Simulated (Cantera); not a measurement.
Input: 1 mol SiHCl₃, 0.16 mol HCl, 27 mol H₂.

Cantera equilibrium calculation (NASA polynomials, part measured and part estimated; ideal gas, pure solids and liquids). Candidate condensed phases: Si; 19 gas species. The tables' values for SiCl₃ are old estimates. The numbers say what is thermodynamically allowed, not how fast it happens.

Stable condensed phases, one row left out:

```
T in K \ P in Pa
            100    200    400    790   1600   3200   6300  13000  25000  50000 100000
   2100       A      A      A      A      B      B      B      B      B      B      B
   2075       A      A      A      B      B      B      B      B      B      B      B
   2025       A      A      B      B      B      B      B      B      B      B      B
   2000       A      A      B      B      B      B      B      B      B      B      B
   1975       A      A      B      B      B      B      B      B      B      B      B
   1950       A      B      B      B      B      B      B      B      B      B      B
   1925       A      B      B      B      B      B      B      B      B      B      B
   1900       B      B      B      B      B      B      B      B      B      B      B
   1875       B      B      B      B      B      B      B      B      B      B      B
   1850       B      B      B      B      B      B      B      B      B      B      B
   1825       B      B      B      B      B      B      B      B      B      B      B
   1800       B      B      B      B      B      B      B      B      B      B      B
   1775       B      B      B      B      B      B      B      B      B      B      B
```

A: gas only; B: Si.

Question: Give the row for 2050 K.

Answer: 100: gas only; 200: gas only; 400: gas only; 790: Si; 1600: Si; 3200: Si; 6300: Si; 13000: Si; 25000: Si; 50000: Si; 100000: Si.
